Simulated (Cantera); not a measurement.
## Adiabatic ignition

An adiabatic, constant-volume homogeneous reactor starts with CH3OH : O2 : N2 : H2O = 1 : 2.34 : 22.3 : 2.1 (molar parts), equivalence ratio 0.64, at 1573 K and 2.17 atm.

Cantera simulation using GRI-Mech 3.0 (53 species, 325 reactions); the numbers are that mechanism's predictions, not measurements. GRI-Mech 3.0 was tuned for natural gas; its chemistry of methanol as a main component is partial and can be far from experiment.

| t (s) | T (K) | P (bar) | x CH3OH | x O2 | x H2O | x HCO | x CH2O |
|---|---|---|---|---|---|---|---|
| 4.00e-6 | 1573 | 2.20 | 0.0359 | 0.0843 | 0.0757 | 5.40e-9 | 9.00e-5 |
| 9.10e-6 | 1573 | 2.20 | 0.0357 | 0.0841 | 0.0758 | 3.09e-8 | 0.000294 |
| 2.07e-5 | 1574 | 2.20 | 0.0344 | 0.0835 | 0.0763 | 4.16e-7 | 0.00141 |
| 4.72e-5 | 1610 | 2.28 | 0.0225 | 0.0775 | 0.0838 | 1.54e-5 | 0.00884 |
| 0.000107 | 2168 | 3.12 | <1e-12 | 0.0326 | 0.133 | 1.01e-8 | 4.13e-11 |
| 0.000244 | 2301 | 3.29 | <1e-12 | 0.0298 | 0.141 | 3.47e-10 | 3.43e-12 |
| 0.000556 | 2314 | 3.30 | <1e-12 | 0.0296 | 0.142 | 1.64e-10 | 1.90e-12 |
| 0.00126 | 2314 | 3.30 | <1e-12 | 0.0295 | 0.142 | 1.62e-10 | 1.88e-12 |
| 0.00288 | 2314 | 3.30 | <1e-12 | 0.0294 | 0.142 | 1.61e-10 | 1.88e-12 |
| 0.00655 | 2312 | 3.30 | <1e-12 | 0.0292 | 0.142 | 1.60e-10 | 1.87e-12 |
| 0.0149 | 2310 | 3.30 | <1e-12 | 0.0288 | 0.142 | 1.57e-10 | 1.85e-12 |
| 0.0339 | 2307 | 3.29 | <1e-12 | 0.0280 | 0.142 | 1.53e-10 | 1.82e-12 |
| 0.0772 | 2303 | 3.29 | <1e-12 | 0.0272 | 0.142 | 1.49e-10 | 1.79e-12 |
| 0.176 | 2301 | 3.28 | <1e-12 | 0.0269 | 0.142 | 1.48e-10 | 1.77e-12 |
| 0.400 | 2301 | 3.28 | <1e-12 | 0.0269 | 0.142 | 1.47e-10 | 1.77e-12 |
x: mole fraction; the columns are a selection and need not sum to one.

* **time of steepest temperature rise**: 68.9 µs
* **temperature at 0.400 s**: 2301 K
* **equilibrium temperature**: 2301 K
* **x(CH3OH) at 0.400 s**: <1e-12 (gas-phase equilibrium <1e-12)
* **x(O2) at 0.400 s**: 0.0269 (gas-phase equilibrium 0.0269)
* **x(H2O) at 0.400 s**: 0.142 (gas-phase equilibrium 0.142)
